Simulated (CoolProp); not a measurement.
Saturation properties of CHF3 (R23) (Tc = 299.3 K, pc = 48.32 bar, ω = 0.263).

Model: reference Helmholtz-energy equation of state, Penoncello 2003, in CoolProp.

| T (K) | p (bar) | enthalpy of vaporisation (kJ/kg) | liquid cp (kJ/(kg K)) | vapour Z | liquid viscosity (µPa s) | liquid conductivity (mW/(m K)) |
|---|---|---|---|---|---|---|
| 149.8 | 0.04215 | ? | 1.197 | 0.9941 | 706 | 186 |
| 161.1 | 0.1216 | 262.3 | ? | 0.9887 | 538 | 168 |
| 172.3 | 0.2966 | 254.1 | 1.212 | 0.9804 | 426 | ? |
| 183.6 | 0.6421 | 245.4 | ? | 0.9681 | 346 | 142 |
| 194.8 | 1.247 | 236.3 | 1.244 | ? | 288 | 132 |
| 206.1 | 2.241 | 226.5 | 1.270 | 0.9292 | 242 | ? |
| 217.3 | 3.746 | 215.9 | 1.303 | 0.9015 | 206 | 115 |
| 228.6 | 5.947 | 204.1 | ? | 0.8672 | 177 | 107 |

Problem. Some entries are withheld; supply them.

Solution. 
- 149.8, enthalpy of vaporisation (kJ/kg): 270.4
- 161.1, liquid cp (kJ/(kg K)): 1.203
- 172.3, liquid conductivity (mW/(m K)): 154
- 183.6, liquid cp (kJ/(kg K)): 1.226
- 194.8, vapour Z: 0.9514
- 206.1, liquid conductivity (mW/(m K)): 123
- 228.6, liquid cp (kJ/(kg K)): 1.348

It boils at 191.1 K under 1 atm.

Viscosity comes from a separate model (Shan 2000). Thermal conductivity comes from a separate model (Shan 2000).
